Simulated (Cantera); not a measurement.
Mixture: CH4 : CO : O2 : N2 = 1 : 0.095 : 4.36 : 16.4 (molar parts), equivalence ratio 0.47, at 2030 Torr, adiabatic and at constant volume. Ignition delay is the time to a rise of 400 K.

Computed with Cantera and GRI-Mech 3.0 (53 species, 325 reactions).

Q: Predict: delay at 1300 K; delay at 1400 K; delay at 1500 K; delay at 1600 K; delay at 1700 K; apparent activation energy between 1650 and 1750 K.

A: 
- delay at 1300 K = 3.45 ms
- delay at 1400 K = 1.09 ms
- delay at 1500 K = 0.397 ms
- delay at 1600 K = 0.167 ms
- delay at 1700 K = 80.1 µs
- apparent activation energy between 1650 and 1750 K = 160 kJ/mol
